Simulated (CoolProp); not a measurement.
CH3F (R41) along the isotherm 425 K: density (kg/m³) from the reference equation and from simpler models built on Tc = 317.3 K, pc = 5906 kPa, ω = 0.200; each cubic takes its own stable root.

Values from CoolProp's reference Helmholtz-energy equation of state, Lemmon 2006. It is a short technical equation, of lower accuracy than the large ones.

```json
[
 {"p (kPa)": "187", "phase": "gas", "reference": "1.809"},
 {"p (kPa)": "354", "phase": "gas", "reference": "3.440"},
 {"p (kPa)": "671", "phase": "gas", "reference": "6.573"},
 {"p (kPa)": "1270", "phase": "gas", "reference": "12.63"},
 {"p (kPa)": "2410", "phase": "gas", "reference": "24.69"},
 {"p (kPa)": "4570", "phase": "gas", "reference": "49.58"},
 {"p (kPa)": "8670", "phase": "supercritical", "reference": "105.2"},
 {"p (kPa)": "16400", "phase": "supercritical", "reference": "237.2"},
 {"p (kPa)": "31200", "phase": "supercritical", "reference": "434.2"},
 {"p (kPa)": "59100", "phase": "supercritical", "reference": "580.0"}
]
```

Q: How far does each simpler model (ideal gas, van der Waals, Soave-Redlich-Kwong, Peng-Robinson) lie from the reference over these 10 states: mean and median of the absolute difference, and the worst?

A: 
- ideal gas: mean 11.0 %, median 4.6 %, worst -33.4 % at 425 K and 16400 kPa
- van der Waals: mean 5.5 %, median 0.3 %, worst -29.0 % at 425 K and 59100 kPa
- Soave-Redlich-Kwong: mean 6.1 %, median 1.9 %, worst -19.3 % at 425 K and 31200 kPa
- Peng-Robinson: mean 3.4 %, median 0.3 %, worst -12.9 % at 425 K and 31200 kPa
